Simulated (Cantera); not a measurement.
**Adiabatic ignition**

An adiabatic, constant-volume homogeneous reactor starts with 14.1 % CO, 2.26 % H₂, 8.28 % O₂, 75.3 % N₂, equivalence ratio 0.99, at 1725 K and 1100000 Pa.

Model: GRI-Mech 3.0 (53 species, 325 reactions), integrated in Cantera. The hydrogen kinetics of GRI-Mech 3.0 are dated; newer H2 mechanisms differ, most at raised pressure.

```json
[
 {"t (s)": "4.00e-6", "T (K)": "2045", "P (bar)": "12.8", "x CO": "0.106", "x H₂": "0.00188", "x O₂": "0.0483", "x HO₂": "4.73e-5", "x NO₂": "9.16e-8", "x H": "0.00634"},
 {"t (s)": "1.24e-5", "T (K)": "2593", "P (bar)": "15.8", "x CO": "0.0592", "x H₂": "0.00165", "x O₂": "0.0272", "x HO₂": "9.00e-6", "x NO₂": "7.29e-7", "x H": "0.00249"},
 {"t (s)": "3.83e-5", "T (K)": "2809", "P (bar)": "16.8", "x CO": "0.0407", "x H₂": "0.00106", "x O₂": "0.0189", "x HO₂": "4.71e-6", "x NO₂": "1.40e-6", "x H": "0.000867"},
 {"t (s)": "0.000119", "T (K)": "2834", "P (bar)": "17.0", "x CO": "0.0378", "x H₂": "0.000980", "x O₂": "0.0163", "x HO₂": "4.17e-6", "x NO₂": "3.14e-6", "x H": "0.000707"},
 {"t (s)": "0.000367", "T (K)": "2824", "P (bar)": "16.9", "x CO": "0.0380", "x H₂": "0.000998", "x O₂": "0.0147", "x HO₂": "3.77e-6", "x NO₂": "5.74e-6", "x H": "0.000687"},
 {"t (s)": "0.00114", "T (K)": "2818", "P (bar)": "16.9", "x CO": "0.0382", "x H₂": "0.00101", "x O₂": "0.0139", "x HO₂": "3.60e-6", "x NO₂": "6.83e-6", "x H": "0.000679"},
 {"t (s)": "0.00352", "T (K)": "2818", "P (bar)": "16.9", "x CO": "0.0382", "x H₂": "0.00101", "x O₂": "0.0139", "x HO₂": "3.59e-6", "x NO₂": "6.87e-6", "x H": "0.000679"},
 {"t (s)": "0.0109", "T (K)": "2818", "P (bar)": "16.9", "x CO": "0.0382", "x H₂": "0.00101", "x O₂": "0.0139", "x HO₂": "3.59e-6", "x NO₂": "6.87e-6", "x H": "0.000679"},
 {"t (s)": "0.0337", "T (K)": "2818", "P (bar)": "16.9", "x CO": "0.0382", "x H₂": "0.00101", "x O₂": "0.0139", "x HO₂": "3.59e-6", "x NO₂": "6.87e-6", "x H": "0.000679"},
 {"t (s)": "0.104", "T (K)": "2818", "P (bar)": "16.9", "x CO": "0.0382", "x H₂": "0.00101", "x O₂": "0.0139", "x HO₂": "3.59e-6", "x NO₂": "6.87e-6", "x H": "0.000679"},
 {"t (s)": "0.323", "T (K)": "2818", "P (bar)": "16.9", "x CO": "0.0382", "x H₂": "0.00101", "x O₂": "0.0139", "x HO₂": "3.59e-6", "x NO₂": "6.87e-6", "x H": "0.000679"},
 {"t (s)": "1.00", "T (K)": "2818", "P (bar)": "16.9", "x CO": "0.0382", "x H₂": "0.00101", "x O₂": "0.0139", "x HO₂": "3.59e-6", "x NO₂": "6.87e-6", "x H": "0.000679"}
]
```
x: mole fraction; the columns are a selection and need not sum to one.

The time of steepest temperature rise is 2.57 µs and the temperature at 1.00 s comes out as 2818 K. The equilibrium temperature comes out as 2818 K and the x(CO) at 1.00 s is 0.0382 (gas-phase equilibrium 0.0382). The x(H₂) at 1.00 s comes out as 0.00101 (gas-phase equilibrium 0.00101). The x(O₂) at 1.00 s is 0.0139 (gas-phase equilibrium 0.0139).
